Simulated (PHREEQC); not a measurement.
Solution (75 °C): 0.0024 mol PbCl2, 0.0012 mol HNO3 and 0.013 mol Zn(NO3)2 per kg of water. Closed to the air; pH follows from the charge balance.

Model: ion-association model, wateq4f.dat, run in PHREEQC.

Each row changes one thing in this solution. This is a speciation only: nothing precipitates in the calculation.

| case | pH | ionic strength (mol/kgw) | Cl- (mol/kgw) |
|---|---|---|---|
| as made | 2.99 | 0.0453 | 0.00403 |
| PbCl2 from 0.0024 to 0.00024 mol/kgw | 2.99 | 0.0408 | 0.000429 |
| diluted 10-fold with water | 3.95 | 0.00469 | 0.000464 |
| diluted 2-fold with water | 3.28 | 0.0230 | 0.00214 |
| diluted 100-fold with water | 4.92 | 0.000473 | 4.78e-5 |
| PbCl2 replaced by RbCl at the same molality | 2.99 | 0.0421 | 0.00217 |
| Zn(NO3)2 left out | 2.96 | 0.00718 | 0.00421 |

Away from 25 °C the constants follow the database's enthalpies or fits; those with neither stay at their 25 °C values.
